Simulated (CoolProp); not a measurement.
R1224YDZ at 237.22 K and 0.00558 MPa is compressed adiabatically to 0.0312 MPa with isentropic efficiency 0.9. Each further row changes one setting.

Computed with CoolProp (reference Helmholtz-energy equation of state, Akasaka 2023).

```
case             work (kJ/kg)  final temperature (K)  final density (kg/m³)
---------------  ------------  ---------------------  ---------------------
as stated                   ?                  278.4                      ?
efficiency 1                ?                      ?                      ?
efficiency 0.65             ?                      ?                      ?
```

**Question.** Complete the blanks.

**Answer.** 
- as stated, work (kJ/kg): 27.1
- as stated, final density (kg/m³): 2.04
- efficiency 1, work (kJ/kg): 24.4
- efficiency 1, final temperature (K): 274.7
- efficiency 1, final density (kg/m³): 2.07
- efficiency 0.65, work (kJ/kg): 37.5
- efficiency 0.65, final temperature (K): 292.3
- efficiency 0.65, final density (kg/m³): 1.93
